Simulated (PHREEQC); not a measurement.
Make-up at 25 °C: 0.046 mol NH4HCO3 per kg of water. Closed to the air; pH follows from the charge balance.

Equilibrium calculation in PHREEQC: ion-association model, phreeqc.dat.

The pH is 7.77 and the ionic strength is 0.0450 mol/kgw. The specific conductance is 4660 µS/cm and the total alkalinity comes out as 46.0 meq/kg.

```
species  molality  activity   log γ
-------  --------  --------  ------
NH4+       0.0448    0.0362  -0.092
HCO3-      0.0444    0.0370  -0.079
CO2       0.00141   0.00142   0.005
NH3       0.00120   0.00121   0.005
CO3-2    0.000210  0.000102  -0.314
OH-       7.24e-7   5.92e-7  -0.087
(CO2)2    3.68e-8   3.72e-8   0.005
H+        1.99e-8   1.71e-8  -0.066
```

This is a speciation only: nothing precipitates in the calculation. Species that the database lacks are ignored. Carbamate, which ammonia and carbonate form, is missing from the database.
